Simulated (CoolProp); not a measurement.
Computed with CoolProp (reference Helmholtz-energy equation of state, Thol 2016).

Question: For hexamethyldisiloxane (MM), give the phase and the density (kg/m³), expansivity (1/kK) at 9.45 °C and 1.81 MPa; 157.25 °C and 1.81 MPa.

Answer: 
- 9.45 °C and 1.81 MPa: liquid; density 778, expansivity 1.31
- 157.25 °C and 1.81 MPa: liquid; density 608, expansivity 2.36
